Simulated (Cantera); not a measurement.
# Premixed flame

A freely propagating, adiabatic, planar premixed flame of CH3OH : O2 : N2 = 1 : 1.25 : 4.25 (molar parts), unburnt at 425 K and 0.130 bar; mixture-averaged transport, grid criteria slope 0.08 and curve 0.16, no radiation.

Detailed kinetics in Cantera: GRI-Mech 3.0 (53 species, 325 reactions). GRI-Mech 3.0 was tuned for natural gas; its chemistry of methanol as a main component is partial and can be far from experiment. Burning velocities carry a grid error of a few per cent, more on coarse grids.

| z (mm) | T (K) | u (m/s) | x CH3OH | x O2 | x NO | x C2H4 | x H | x H2O |
|---|---|---|---|---|---|---|---|---|
| -4.61 | 425 | 1.19 | 0.154 | 0.192 | <1e-8 | <1e-8 | <1e-8 | 3.01e-5 |
| -3.07 | 426 | 1.20 | 0.153 | 0.191 | <1e-8 | <1e-8 | <1e-8 | 0.000329 |
| -2.31 | 433 | 1.23 | 0.152 | 0.189 | <1e-8 | <1e-8 | <1e-8 | 0.00165 |
| -1.54 | 493 | 1.42 | 0.147 | 0.182 | <1e-8 | 8.17e-8 | 5.17e-8 | 0.0113 |
| -0.768 | 878 | 2.65 | 0.111 | 0.148 | 1.16e-7 | 1.07e-6 | 8.92e-6 | 0.0650 |
| -0.384 | 1289 | 4.04 | 0.0612 | 0.109 | 3.97e-7 | 2.77e-6 | 0.000233 | 0.119 |
| 0 | 1690 | 5.51 | 0.0110 | 0.0698 | 9.05e-7 | 4.94e-6 | 0.00307 | 0.175 |
| 0.384 | 1830 | 6.03 | 0.000290 | 0.0448 | 1.46e-6 | 1.70e-6 | 0.0104 | 0.204 |
| 0.768 | 1858 | 6.12 | 1.66e-6 | 0.0295 | 1.91e-6 | 1.36e-7 | 0.0164 | 0.215 |
| 1.54 | 1884 | 6.16 | <1e-8 | 0.0180 | 2.58e-6 | <1e-8 | 0.0211 | 0.218 |
| 3.07 | 1909 | 6.21 | <1e-8 | 0.0140 | 3.57e-6 | <1e-8 | 0.0224 | 0.215 |
| 6.15 | 1936 | 6.28 | <1e-8 | 0.0127 | 5.36e-6 | <1e-8 | 0.0213 | 0.216 |
| 12.3 | 1977 | 6.39 | <1e-8 | 0.0115 | 8.86e-6 | <1e-8 | 0.0187 | 0.219 |
x: mole fraction of selected species; z is measured from the peak of heat release.

| Item | Result |
|---|---|
| laminar burning velocity | 119 cm/s |
| thermal thickness | 1.54 mm |
| peak x(C2H4) | 4.94e-6 |
| peak x(H) | 0.0224 |
| grid points | 159 |
